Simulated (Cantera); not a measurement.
What does this Cantera script print?

```python
import numpy as np
import cantera as ct

gas_names = """
    AL ALH ALN ALO ALOH ALO2 ALO2H AL2 AL2O AL2O2 H HALO HNO HNO2 HNO3 HO2 H2 H2O H2O2 N NH NH2 NH3
    NH2OH NO NO2 NO3 N2 N2H2 N2H4 N2O O OH O2 O3
""".split()
cond_names = """
    AL(cr) AL(L) ALN(s) AL2O3(a) AL2O3(L) H2O(s) H2O(L)
""".split()


def load(file, names, dense=False):
    # The tables refer to 1 bar. Condensed volumes are neglected.
    table = {s.name: s for s in ct.Species.list_from_file(file)}
    out = []
    for n in names:
        d = dict(table[n].input_data)
        d["thermo"] = dict(d["thermo"], **{"reference-pressure": 1e5})
        if dense:
            d["equation-of-state"] = {"model": "constant-volume", "density": "1e6 g/cm^3"}
        out.append(ct.Species.from_dict(d))
    return out


gas = ct.Solution(thermo="ideal-gas", species=load("nasa_gas.yaml", gas_names))
cond = {s.name: ct.Solution(thermo="fixed-stoichiometry", species=[s], name=s.name)
        for s in load("nasa_condensed.yaml", cond_names, dense=True)}
atoms = {
    'Al': {'AL': 1},
    'N2O': {'N': 2, 'O': 1},
    'H2': {'H': 2},
}
top_T = {'ALN(s)': 2750}  # K; cautious upper limits of use, not melting points


def equilibrate(T, P, feed):
    n = {}
    for name, mol in feed.items():
        for a, k in atoms[name].items():
            n[a] = n.get(a, 0.0) + k * mol
    gas.TPX = T, P, n
    mass = sum(n.values()) * gas.mean_molecular_weight
    gas.equilibrate("TP")
    valid = [c for c in cond.values() if c.min_temp <= T <= top_T.get(c.name, c.max_temp)]
    mix = ct.Mixture([(gas, mass / gas.mean_molecular_weight)] + [(c, 0.0) for c in valid])
    mix.T, mix.P = T, P
    mix.equilibrate("TP", solver="vcs", rtol=1e-11, max_steps=5000)
    return mix


results = []
T = 1698  # K
P = 1500  # Pa
for m in [2.6, 4.2, 5.8, 7.5, 9.1, 11, 12, 14, 16, 17, 19]:
    feed = {'Al': 1, 'N2O': m, 'H2': 3.6}  # mol
    mix = equilibrate(T, P, feed)
    results.append((T, P, feed, dict(zip(mix.species_names, mix.species_moles))))

top = {s: max(r[3][s] / sum(r[3][g] for g in gas_names) for r in results) for s in gas_names}
cols = sorted((s for s in top if top[s] > 0.001), key=lambda s: -top[s])[:8]
seen = [c for c in cond_names if any(r[3].get(c, 0) > 1e-12 for r in results)]
print("log10 of partial pressures in bar; condensed amounts in mol")
print(f"{'n(N2O)':>10s}" + "".join(f"{s[:9]:>10s}" for s in cols + seen))
for T, P, feed, n in results:
    ng = sum(n[g] for g in gas_names)
    print(f"{feed['N2O']:10.4g}" + "".join(f"{np.log10(max(n[s] / ng * P / 1e5, 1e-99)):10.3f}" for s in cols)
          + "".join(f"{n.get(c, 0):10.4g}" for c in seen))
```

Output:

```
log10 of partial pressures in bar; condensed amounts in mol
    n(N2O)        N2        H2       H2O        O2        NO        OH  AL2O3(a)
       2.6    -2.201    -2.219    -2.575   -10.124    -8.313    -6.594       0.5
       4.2    -2.093    -2.762    -2.285    -8.457    -7.425    -6.032       0.5
       5.8    -2.050    -5.325    -2.258    -3.278    -4.814    -4.724       0.5
       7.5    -2.040    -5.645    -2.359    -2.840    -4.590    -4.665       0.5
       9.1    -2.033    -5.795    -2.437    -2.695    -4.514    -4.668       0.5
        11    -2.028    -5.919    -2.514    -2.603    -4.465    -4.683       0.5
        12    -2.026    -5.970    -2.549    -2.570    -4.448    -4.693       0.5
        14    -2.022    -6.058    -2.613    -2.523    -4.423    -4.713       0.5
        16    -2.020    -6.130    -2.669    -2.490    -4.405    -4.733       0.5
        17    -2.019    -6.162    -2.694    -2.477    -4.398    -4.742       0.5
        19    -2.017    -6.219    -2.741    -2.456    -4.387    -4.760       0.5
```

Method: chemical equilibrium by Gibbs-energy minimisation in Cantera with the NASA 1993 tables (ideal gas, pure condensed phases).
